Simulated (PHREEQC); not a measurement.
Solution (25 °C and 10 atm): 0.0023 mol/kgw HCl and 0.0032 mol/kgw KCl. Closed to the air; pH follows from the charge balance.

Computed with PHREEQC (ion-association model, phreeqc.dat).

```
Property                        Value
--------------------  ---------------
pH                               2.67
ionic strength        0.00550 mol/kgw
specific conductance       1380 µS/cm
total alkalinity         -2.30 meq/kg
```

```
species  molality  activity   log γ
-------  --------  --------  ------
Cl-       0.00550   0.00508  -0.035
K+        0.00320   0.00295  -0.035
H+        0.00230   0.00214  -0.031
```

No solid was allowed to form. Complexes and solids missing from the database can't appear.
